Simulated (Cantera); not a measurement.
**Thermodynamics of oxide etching and cleaning by halides, feed B2O3 + SiCl4 + O2 + NF3**

Charge: 1 mol B2O3, 0.38 mol SiCl4, 14 mol O2, 1.7 mol NF3, held at 13300 Pa.

Equilibrium computed with Cantera from the NASA thermochemical tables; the gas is ideal and each condensed phase is pure. Candidate condensed phases: B, BN, B2O3, Si, SiO2, Si2N2O, Si3N4; 57 gas species. The tables' values for BOCl are old estimates; treat these amounts as uncertain. The tables hold silica as quartz up to 1696 K and as liquid above; real silica turns to tridymite and cristobalite and melts near 1996 K. Kinetics and transport are ignored.

| T (K) | x O2 | x BF3 | x BOF | x Cl | x N2 | x Cl2 | x SiF4 | n SiO2(β-quartz) |
|---|---|---|---|---|---|---|---|---|
| 1398 | 0.799 | 0.0734 | 0.0270 | 0.0141 | 0.0454 | 0.0337 | 0.00486 | 0.289 |
| 1448 | 0.793 | 0.0682 | 0.0352 | 0.0195 | 0.0450 | 0.0306 | 0.00715 | 0.246 |
| 1498 | 0.786 | 0.0612 | 0.0431 | 0.0260 | 0.0446 | 0.0271 | 0.0103 | 0.184 |
| 1548 | 0.780 | 0.0531 | 0.0510 | 0.0332 | 0.0442 | 0.0231 | 0.0140 | 0.112 |
| 1598 | 0.774 | 0.0448 | 0.0587 | 0.0409 | 0.0437 | 0.0189 | 0.0179 | 0.0362 |
| 1648 | 0.769 | 0.0408 | 0.0623 | 0.0484 | 0.0434 | 0.0149 | 0.0196 | 0 |
| 1698 | 0.766 | 0.0406 | 0.0621 | 0.0553 | 0.0431 | 0.0113 | 0.0196 | 0 |
| 1748 | 0.763 | 0.0405 | 0.0619 | 0.0611 | 0.0429 | 0.00826 | 0.0195 | 0 |
x: gas mole fraction; n: condensed amount in mol.

From 1398 K to 1598 K the condensed part is SiO2(β-quartz). From 1648 K to 1748 K nothing is condensed. The main B-bearing gas is BF3 at 1398 K and BOF at 1748 K.
